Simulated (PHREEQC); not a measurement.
Polishing slurry liquid: speciation

Dissolve 0.026 mol H2SO4, 0.0003 mol H4SiO4 and 0.00176 mol CO2 per kg of water at 90 °C. Closed to the air; pH follows from the charge balance.

Model: ion-association model, phreeqc.dat, run in PHREEQC.

Precipitation was switched off in this run.

Task: What pH does the model give?

Result: pH 1.60.

Task: In which forms is S present?

Result: HSO4- 88 %, SO4-2 12 % of the S.

Away from 25 °C the constants follow the database's enthalpies or fits; those with neither stay at their 25 °C values.
